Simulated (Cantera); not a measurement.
Feed: 1 mol Fe2O3, 7.3 mol C, 2.1 mol H2, at 101000 Pa.

Cantera equilibrium calculation (NASA polynomials, part measured and part estimated; ideal gas, pure solids and liquids). Candidate condensed phases: C, C6H6, C7H8, C8H18, Fe, Fe(CO)5, FeO, Fe(OH)2, Fe(OH)3, Fe2O3, Fe3O4, H2O; 114 gas species. Iron dissolves carbon and melts from about 1420 K in contact with it, which pure phases cannot show. Condensed phases not in the tables: cementite and carbon dissolved in iron. The numbers say what is thermodynamically allowed, not how fast it happens.

Over these rows the condensed part is C(graphite) + Fe(l). Partial pressures as log10 of bar:

```csv
T (K),1000/T (1/K),log p CO2,log p CO,log p H2
1848,0.5411,-4.70,-0.22,-0.38
1998,0.5005,-5.04,-0.23,-0.38
2148,0.4655,-5.33,-0.23,-0.38
2298,0.4352,-5.58,-0.23,-0.39
2448,0.4085,?,-0.24,-0.40
2598,0.3849,-6.04,-0.26,-0.43
```

Task: Fit log p(CO2) = a + b·(1000/T) to the five rows, give the apparent enthalpy, and predict the row at 2448 K.

Result: Means: 1000/T = 0.4654, log p = -5.338. Sxy = 0.122577, Sxx = 0.0143548, so b = 8.54 and a = -5.338 − (8.54)×0.4654 = -9.31.
Apparent enthalpy: −19.145 × (8.54) = -163 kJ/mol. With the condensed phases at unit activity, 2 CO(g) = CO2(g) + C(graphite) links this pressure to the main gases: over the six rows their terms move log p by -0.08 in all, so the slope isn't that reaction's ΔH° alone. The five rows lie within 0.02 of the line.
Prediction at 2448 K: -9.31 + (8.54)×0.4085 = -5.82. The computed value is -5.81, 0.01 from the line.
